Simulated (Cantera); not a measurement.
What does this Cantera script print?

```python
import numpy as np
import cantera as ct

gas_names = """
    H HO2 H2 H2O H2O2 H2S H2SO4 O OH O2 O3 S SH SO SO2 SO3 S2 S2O S8
""".split()
cond_names = """
    H2O(s) H2O(L) H2SO4(L) S(cr1) S(cr2) S(L)
""".split()


# ... load() reads the species with a 1 bar reference pressure and builds the phases ...
atoms = {
    'SO2': {'S': 1, 'O': 2},
    'H2': {'H': 2},
}
top_T = {}  # K; cautious upper limits of use, not melting points


# ... equilibrate(T, P, feed) seeds the gas with the atoms and calls Mixture.equilibrate('TP', solver="vcs", rtol=1e-11, max_steps=5000) ...
results = []
feed = {'SO2': 1, 'H2': 1.3}  # mol
T = 2025  # K
P = 110000  # Pa
mix = equilibrate(T, P, feed)
results.append((T, P, feed, dict(zip(mix.species_names, mix.species_moles))))
print(gas.report(threshold=1e-05))
for i in range(1, mix.n_phases):
    print(f"{mix.phase(i).name:16s} {mix.phase_moles(i):12.5e} mol")
```

Output:

```
       temperature   2025 K
          pressure   1.1e+05 Pa
           density   0.21364 kg/m^3
  mean mol. weight   32.7 kg/kmol
   phase of matter   gas

                          1 kg             1 kmol
                     ---------------   ---------------
          enthalpy       -3.0155e+06       -9.8608e+07  J
   internal energy       -3.5304e+06       -1.1544e+08  J
           entropy              8881        2.9041e+05  J/K
    Gibbs function          -2.1e+07       -6.8669e+08  J
 heat capacity c_p            1519.5             49686  J/K
 heat capacity c_v            1265.2             41372  J/K

                      mass frac. Y      mole frac. X     chem. pot. / RT
                     ---------------   ---------------   ---------------
                 H        1.9149e-05        0.00062121           -10.796
                H2         0.0070651            0.1146           -21.591
               H2O           0.27409           0.49752           -42.491
               H2S           0.02181           0.02093           -34.887
                OH        0.00014662        0.00028192           -31.696
                 S         0.0011025         0.0011245           -13.296
                SH         0.0081539         0.0080631           -24.092
                SO          0.040809          0.027767           -34.196
               SO2           0.44203           0.22564           -55.096
                S2           0.19509           0.09949           -26.592
               S2O         0.0096802         0.0039509           -47.492
     [   +8 minor]        6.9438e-06        4.9695e-06

S(L)              0.00000e+00 mol
```

Equilibrium computed with Cantera from the NASA thermochemical tables; the gas is ideal and each condensed phase is pure.
